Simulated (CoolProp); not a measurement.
Values from CoolProp's reference Helmholtz-energy equation of state, Thol 2015.

For octamethylcyclotetrasiloxane (D4), give the phase and the cv (kJ/(kg K)), speed of sound (m/s), Joule-Thomson coefficient (K/MPa) at 563.6 K and 23.5 kPa.


- 563.6 K and 23.5 kPa: gas; cv 1.91, speed of sound 126, Joule-Thomson coefficient 9.46
